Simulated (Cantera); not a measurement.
Feed: 1 mol SiH2Cl2, 2.6 mol HCl, 27 mol N2, held at 1548 K and 1900 Pa.

Equilibrium computed with Cantera from the NASA thermochemical tables; the gas is ideal and each condensed phase is pure. Candidate condensed phases: NH4Cl, Si, Si3N4; 28 gas species. The tables' values for SiCl3 are old estimates; treat these amounts as uncertain. Equilibrium is a limit: real reactors are often held back by kinetics, nucleation or transport.

Base state: N2 0.856, HCl 0.0816, H2 0.0322, SiCl2 0.0258, SiCl3 0.00298, SiCl4 0.000965, Cl 8.10e-5, SiHCl3 4.66e-5 (mole fractions); condensed: Si3N4(s).

Problem. What changes in the equilibrium state with this change: temperature from 1548 K to 998 K?

Solution. 
```tsv
species	before	after
N2	0.856	0.863
HCl	0.0816	0.0982
H2	0.0322	0.0255
SiCl2	0.0258	6.01e-7
SiCl4	0.000965	0.0127
H	4.01e-5	2.49e-9
Cl	8.10e-5	8.94e-9
Si3N4(s), mol	0.0210	0.202
```
N2 is the only nitrogen source here; it is nearly inert below about 1500 K, so the nitride shown seldom forms there in practice.

Problem. What changes in the equilibrium state with this change: temperature from 1548 K to 1200 K?

Solution. 
```json
[
 {"species": "N2", "before": "0.856", "after": "0.862"},
 {"species": "HCl", "before": "0.0816", "after": "0.104"},
 {"species": "H2", "before": "0.0322", "after": "0.0225"},
 {"species": "SiCl2", "before": "0.0258", "after": "0.000165"},
 {"species": "SiCl4", "before": "0.000965", "after": "0.0108"},
 {"species": "H", "before": "4.01e-5", "after": "2.15e-7"},
 {"species": "Cl", "before": "8.10e-5", "after": "8.63e-7"},
 {"species": "Si3N4(s), mol", "before": "0.0210", "after": "0.216"}
]
```
N2 is the only nitrogen source here; it is nearly inert below about 1500 K, so the nitride shown seldom forms there in practice.
